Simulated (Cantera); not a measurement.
Gas mixture: 100 % H2O, at 0.00227 atm, frozen composition.

Cantera's kinetic-theory transport with the Lennard-Jones parameters of GRI-Mech 3.0, ideal gas; thermal conductivity in the mixture-averaged form. Polar gases are described roughly by these parameters.

One state of this run: ρ (kg/m³) = 0.000383; cp (J/kg/K) = 2502; μ (µPa s) = 46.7; λ (mW/m/K) = 163; Pr = 0.715; D (cm²/s) H = 8420; D (cm²/s) CH4 = 1510; D (cm²/s) N2 = 1440. D: mixture-averaged diffusion coefficient of that species in the mixture.

### Question
Which value of T (K) does it belong to?
A) 850
B) 1300
C) 1000
D) 400

### Answer
B, 1300
